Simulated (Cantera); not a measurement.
Premixed flame

A freely propagating, adiabatic, planar premixed flame of 5.16 % CH4, 3.36 % CO, 15.4 % O2, 72.3 % N2, 3.82 % H2O, equivalence ratio 0.78, unburnt at 450 K and 8.29 atm; multicomponent transport, grid criteria slope 0.08 and curve 0.16, no radiation.

Computed with Cantera and GRI-Mech 3.0 (53 species, 325 reactions). Burning velocities carry a grid error of a few per cent, more on coarse grids.

```tsv
z (mm)	T (K)	u (m/s)	x CH4	x CO	x O2	x C2H6	x NO2	x CH2O
-0.639	452	0.106	0.0515	0.0335	0.154	6.01e-8	<1e-8	4.79e-7
-0.426	463	0.109	0.0511	0.0335	0.153	6.46e-7	1.01e-8	4.57e-6
-0.320	495	0.116	0.0498	0.0333	0.151	3.61e-6	4.59e-8	2.30e-5
-0.213	628	0.148	0.0444	0.0324	0.142	2.53e-5	2.37e-7	0.000138
-0.107	1024	0.241	0.0276	0.0294	0.110	0.000145	6.84e-7	0.000628
-0.0533	1346	0.316	0.0134	0.0264	0.0807	0.000224	4.03e-7	0.000759
0	1665	0.389	0.00139	0.0188	0.0499	1.53e-5	4.58e-8	0.000158
0.0533	1792	0.415	9.26e-6	0.00701	0.0385	<1e-8	2.58e-8	1.85e-6
0.107	1833	0.423	5.94e-8	0.00272	0.0359	<1e-8	2.91e-8	1.31e-8
0.213	1855	0.428	<1e-8	0.000710	0.0348	<1e-8	2.61e-8	<1e-8
0.426	1862	0.429	<1e-8	0.000152	0.0346	<1e-8	1.68e-8	<1e-8
0.852	1863	0.430	<1e-8	6.73e-5	0.0345	<1e-8	1.43e-8	<1e-8
1.70	1863	0.430	<1e-8	6.23e-5	0.0345	<1e-8	1.52e-8	<1e-8
```
x: mole fraction of selected species; z is measured from the peak of heat release.

laminar burning velocity: 10.5 cm/s
thermal thickness: 0.213 mm
peak x(C2H6): 0.000226
peak x(CH2O): 0.000796
grid points: 133
